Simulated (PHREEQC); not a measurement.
Consider water at 25 °C with 0.02 mol NaH2PO4, 0.0021 mol NaOH and 1.6e-06 mol H4SiO4 per kg of water. Closed to the air; pH follows from the charge balance.

All values are PHREEQC results (ion-association model, phreeqc.dat), not measurements.

Q: The ionic strength comes out as 0.0241 mol/kgw. What activity coefficients do Na+, H2PO4-, HPO4-2, NaHPO4- get?

A: Na+ 0.86, H2PO4- 0.87, HPO4-2 0.56, NaHPO4- 0.87.

This is a speciation only: nothing precipitates in the calculation. Complexes and solids missing from the database can't appear.
